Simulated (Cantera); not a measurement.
# Silicon carbide growth: SiH₂Cl₂ + C₃H₈ + H₂

Input: 1 mol SiH₂Cl₂, a varied amount of C₃H₈, 130 mol H₂, held at 1375 °C and 220 Pa.

Method: chemical equilibrium by Gibbs-energy minimisation in Cantera with the NASA 1993 tables (ideal gas, pure condensed phases). Candidate condensed phases: C, C₆H₆, C₇H₈, C₈H₁₈, Si, SiC; 109 gas species. Mutual solubility and eutectic melting of coexisting phases are not modelled. The tables' values for SiCl are old estimates; treat these amounts as uncertain. The numbers say what is thermodynamically allowed, not how fast it happens.

| n(C₃H₈) (mol) | x H₂ | x HCl | x H | x SiCl₂ | n Si(s) | n SiC(s) | n C(graphite) |
|---|---|---|---|---|---|---|---|
| 0.12 | 0.984 | 0.0137 | 0.00189 | 0.000677 | 0.530 | 0.360 | 0 |
| 0.14 | 0.984 | 0.0137 | 0.00189 | 0.000676 | 0.470 | 0.420 | 0 |
| 0.16 | 0.984 | 0.0137 | 0.00189 | 0.000675 | 0.410 | 0.480 | 0 |
| 0.19 | 0.984 | 0.0137 | 0.00189 | 0.000674 | 0.320 | 0.570 | 0 |
| 0.21 | 0.984 | 0.0137 | 0.00189 | 0.000673 | 0.260 | 0.630 | 0 |
| 0.24 | 0.984 | 0.0136 | 0.00189 | 0.000672 | 0.170 | 0.720 | 0 |
| 0.28 | 0.984 | 0.0136 | 0.00189 | 0.000671 | 0.0499 | 0.840 | 0 |
| 0.32 | 0.983 | 0.0145 | 0.00189 | 0.000249 | 0 | 0.960 | 0 |
| 0.37 | 0.983 | 0.0149 | 0.00189 | 9.94e-6 | 0 | 0.998 | 0.0994 |
| 0.42 | 0.983 | 0.0149 | 0.00189 | 9.91e-6 | 0 | 0.998 | 0.249 |
| 0.48 | 0.983 | 0.0149 | 0.00189 | 9.87e-6 | 0 | 0.998 | 0.429 |
| 0.55 | 0.983 | 0.0148 | 0.00189 | 9.83e-6 | 0 | 0.998 | 0.639 |
| 0.63 | 0.983 | 0.0148 | 0.00189 | 9.78e-6 | 0 | 0.998 | 0.879 |
x: gas mole fraction; n: condensed amount in mol.

From 0.12 mol C₃H₈ to 0.28 mol C₃H₈ the condensed part is Si(s) + SiC(s). At 0.32 mol C₃H₈ the condensed part is SiC(s). From 0.37 mol C₃H₈ to 0.63 mol C₃H₈ the condensed part is C(graphite) + SiC(s). The main Si-bearing gas is SiCl₂ throughout.
